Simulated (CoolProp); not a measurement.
Vapour-liquid equilibrium of R22 (1) + R142b (2) at 48.55 °C; x and y are mole fractions of (1).

Values from CoolProp's multi-fluid Helmholtz-energy mixture model, Kamei 1995 and Lemmon 2006; pair parameters Bell 2016.

Problem. Give the bubble pressure and the first vapour's composition at x = 0.2, 0.5, 0.95. Is there an azeotrope?

Solution. x = 0.2: 0.8668 MPa, y = 0.359; x = 0.5: 1.198 MPa, y = 0.686; x = 0.95: 1.803 MPa, y = 0.977. No azeotrope shows between x = 0.05 and 0.95.

Pair parameters are fitted to limited data, so mixtures are less certain than the pure fluids.
